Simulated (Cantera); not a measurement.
Input (Python, Cantera) and output of one run.

```python
import numpy as np
import cantera as ct

gas_names = [...]  # 77 gases of nasa_gas.yaml made of C, H, Ti
cond_names = """
    C(gr) C6H6(L) C7H8(L) C8H18(L),n-octa Ti(a) Ti(b) Ti(L) TiC(s) TiC(L)
""".split()


# ... load() reads the species with a 1 bar reference pressure and builds the phases ...
atoms = {
    'TiC': {'Ti': 1, 'C': 1},
    'H2': {'H': 2},
}
top_T = {'C(gr)': 4500}  # K; cautious upper limits of use, not melting points


# ... equilibrate(T, P, feed) seeds the gas with the atoms and calls Mixture.equilibrate('TP', solver="vcs", rtol=1e-11, max_steps=5000) ...
results = []
feed = {'TiC': 1, 'H2': 0.011}  # mol
P = 1000  # Pa
for T in [1798, 1898, 1998, 2098, 2198, 2298, 2398, 2498, 2598, 2698, 2798, 2898, 2998]:
    mix = equilibrate(T, P, feed)
    results.append((T, P, feed, dict(zip(mix.species_names, mix.species_moles))))

top = {s: max(r[3][s] / sum(r[3][g] for g in gas_names) for r in results) for s in gas_names}
cols = sorted((s for s in top if top[s] > 0.001), key=lambda s: -top[s])[:8]
seen = [c for c in cond_names if any(r[3].get(c, 0) > 1e-12 for r in results)]
print("log10 of partial pressures in bar; condensed amounts in mol")
print(f"{'T/K':>10s}" + "".join(f"{s[:9]:>10s}" for s in cols + seen))
for T, P, feed, n in results:
    ng = sum(n[g] for g in gas_names)
    print(f"{T:10.4g}" + "".join(f"{np.log10(max(n[s] / ng * P / 1e5, 1e-99)):10.3f}" for s in cols)
          + "".join(f"{n.get(c, 0):10.4g}" for c in seen))
```

Result:

```
log10 of partial pressures in bar; condensed amounts in mol
       T/K        H2         H        Ti        C3 C2H2,acet         C       C2H        C2    TiC(s)
      1798    -2.002    -4.454    -8.976   -19.068    -9.832   -14.654   -14.345   -18.119         1
      1898    -2.003    -4.109    -8.340   -16.754    -8.792   -13.205   -12.784   -16.151         1
      1998    -2.007    -3.798    -7.684   -14.930    -8.028   -11.986   -11.550   -14.552         1
      2098    -2.013    -3.519    -7.070   -13.349    -7.386   -10.906   -10.481   -13.152         1
      2198    -2.024    -3.266    -6.508   -11.928    -6.816    -9.929    -9.521   -11.889         1
      2298    -2.042    -3.040    -5.996   -10.631    -6.303    -9.038    -8.648   -10.737         1
      2398    -2.069    -2.837    -5.531    -9.438    -5.839    -8.219    -7.849    -9.677         1
      2498    -2.109    -2.658    -5.107    -8.332    -5.421    -7.462    -7.116    -8.696         1
      2598    -2.166    -2.502    -4.720    -7.301    -5.048    -6.761    -6.442    -7.784         1
      2698    -2.245    -2.371    -4.365    -6.343    -4.726    -6.109    -5.828    -6.936    0.9999
      2798    -2.352    -2.266    -4.030    -5.471    -4.472    -5.511    -5.286    -6.162    0.9999
      2898    -2.492    -2.188    -3.698    -4.726    -4.318    -4.975    -4.846    -5.484    0.9997
      2998    -2.673    -2.141    -3.354    -4.134    -4.294    -4.510    -4.528    -4.921    0.9992
```

Equilibrium computed with Cantera from the NASA thermochemical tables; the gas is ideal and each condensed phase is pure. TiC: taken at fixed stoichiometry.
